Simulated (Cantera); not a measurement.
## Si2Cl6 + NH3 + N2 (silicon nitride deposition)

Input: 1 mol Si2Cl6, 0.52 mol NH3, 40 mol N2, equilibrated at 100 Torr.

Equilibrium computed with Cantera from the NASA thermochemical tables; the gas is ideal and each condensed phase is pure. Candidate condensed phases: NH4Cl, Si, Si3N4; 28 gas species. The feed counts by its element totals alone. The tables' values for SiCl3 are old estimates; treat these amounts as uncertain. Kinetics and transport are ignored.

```csv
T (°C),x N2,x SiCl2,x HCl,x SiCl4,x SiCl3,x H2,x Cl,x SiHCl3,n Si3N4(s)
927,0.938,5.00e-5,0.0330,0.0268,0.000391,0.00192,3.53e-7,4.24e-5,0.281
1027,0.937,0.000421,0.0332,0.0258,0.00135,0.00176,2.03e-6,6.22e-5,0.276
1127,0.936,0.00249,0.0333,0.0229,0.00367,0.00168,8.90e-6,8.21e-5,0.254
1227,0.932,0.0102,0.0328,0.0162,0.00723,0.00178,3.02e-5,9.11e-5,0.185
1327,0.924,0.0265,0.0312,0.00691,0.00863,0.00229,7.69e-5,7.32e-5,0.0565
1427,0.920,0.0351,0.0318,0.00312,0.00746,0.00193,0.000227,3.67e-5,0
1527,0.919,0.0364,0.0335,0.00218,0.00701,0.00103,0.000783,1.68e-5,0
```
x: gas mole fraction; n: condensed amount in mol.

From 927 °C to 1327 °C the condensed part is Si3N4(s). From 1427 °C to 1527 °C nothing is condensed. The main Si-bearing gas is SiCl4 at 927 °C and SiCl2 at 1527 °C.
